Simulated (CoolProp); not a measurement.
Ammonia at several states: fugacity coefficient from the reference equation and from simpler models built on Tc = 132.4 °C, pc = 11.36 MPa, ω = 0.256; each cubic takes its own stable root.

Values from CoolProp's reference Helmholtz-energy equation of state, Gao 2020.

```csv
T (°C),p (MPa),phase,reference
223.85,0.0308,gas,0.9995
169.85,57.2,supercritical,0.3110
79.05,0.705,gas,0.9617
275.75,0.257,gas,0.9973
```

Task: How far does each simpler model (van der Waals, Redlich-Kwong, Soave-Redlich-Kwong) lie from the reference over these 4 states: mean and median of the absolute difference, and the worst?

Result: 
- van der Waals: mean 6.4 %, median 0.7 %, worst +24.1 % at 169.85 °C and 57.2 MPa
- Redlich-Kwong: mean 3.3 %, median 0.4 %, worst +12.6 % at 169.85 °C and 57.2 MPa
- Soave-Redlich-Kwong: mean 5.2 %, median 0.3 %, worst +20.4 % at 169.85 °C and 57.2 MPa
